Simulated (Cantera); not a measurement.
An isothermal, constant-pressure homogeneous reactor starts with 94.2 % N2O, 5.84 % H2O, at 1098 K and 110000 Pa.

Computed with Cantera and GRI-Mech 3.0 (53 species, 325 reactions). GRI-Mech 3.0 was tuned for natural gas; its chemistry of N2O as a main component is partial and can be far from experiment. The mechanism lacks the step 2 NO + O2 → 2 NO2, which can matter for NO2 below about 1400 K. The temperature is held fixed by assumption; the heat of reaction is taken as removed at once.

Task: Predict: x(N2O) at 4.00 s; x(H2O) at 4.00 s; x(H2O2) at 4.00 s; x(H2) at 4.00 s; x(O2) at 4.00 s.

Result: 
```json
{
  "x(N2O) at 4.00 s": "0.574 (gas-phase equilibrium 6.64e-9)",
  "x(H2O) at 4.00 s": "0.0511 (gas-phase equilibrium 0.0397)",
  "x(H2O2) at 4.00 s": "3.11e-8 (gas-phase equilibrium 2.08e-10)",
  "x(H2) at 4.00 s": "4.38e-9 (gas-phase equilibrium 8.45e-11)",
  "x(O2) at 4.00 s": "0.119 (gas-phase equilibrium 0.320)"
}
```
